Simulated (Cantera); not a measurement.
An adiabatic, constant-volume homogeneous reactor starts with CH₃OH : O₂ : N₂ : H₂O = 1 : 1 : 3.76 : 0.24 (molar parts), equivalence ratio 1.5, at 1798 K and 100000 Pa. Integrator tolerance rtol = 1e-08.

Model: GRI-Mech 3.0 (53 species, 325 reactions), integrated in Cantera. GRI-Mech 3.0 was tuned for natural gas; its chemistry of methanol as a main component is partial and can be far from experiment.

What does this change do: 0.43 parts H2 added?


```
quantity                                                            before                                    after
---------------------------------  ---------------------------------------  ---------------------------------------
time of steepest temperature rise                                  15.8 µs                                  15.0 µs
temperature at 5.00 s                                               2946 K                                   2944 K
equilibrium temperature                                             2946 K                                   2944 K
x(CH₃OH) at 5.00 s                   <1e-12 (gas-phase equilibrium <1e-12)    <1e-12 (gas-phase equilibrium <1e-12)
x(O₂) at 5.00 s                    0.00705 (gas-phase equilibrium 0.00705)  0.00362 (gas-phase equilibrium 0.00362)
x(H₂O) at 5.00 s                       0.214 (gas-phase equilibrium 0.214)      0.223 (gas-phase equilibrium 0.223)
x(CH₂CO) at 5.00 s                   <1e-12 (gas-phase equilibrium <1e-12)    <1e-12 (gas-phase equilibrium <1e-12)
x(OH) at 5.00 s                      0.0249 (gas-phase equilibrium 0.0249)    0.0215 (gas-phase equilibrium 0.0215)
x(C₂H) at 5.00 s                     <1e-12 (gas-phase equilibrium <1e-12)    <1e-12 (gas-phase equilibrium <1e-12)
```

What does this change do: constant pressure in place of constant volume?


```tsv
quantity	before	after
time of steepest temperature rise	15.8 µs	19.2 µs
temperature at 5.00 s	2946 K	2786 K
equilibrium temperature	2946 K	2786 K
x(CH₃OH) at 5.00 s	<1e-12 (gas-phase equilibrium <1e-12)	<1e-12 (gas-phase equilibrium <1e-12)
x(O₂) at 5.00 s	0.00705 (gas-phase equilibrium 0.00705)	0.00524 (gas-phase equilibrium 0.00524)
x(H₂O) at 5.00 s	0.214 (gas-phase equilibrium 0.214)	0.226 (gas-phase equilibrium 0.226)
x(CH₂CO) at 5.00 s	<1e-12 (gas-phase equilibrium <1e-12)	<1e-12 (gas-phase equilibrium <1e-12)
x(OH) at 5.00 s	0.0249 (gas-phase equilibrium 0.0249)	0.0193 (gas-phase equilibrium 0.0193)
x(C₂H) at 5.00 s	<1e-12 (gas-phase equilibrium <1e-12)	<1e-12 (gas-phase equilibrium <1e-12)
```
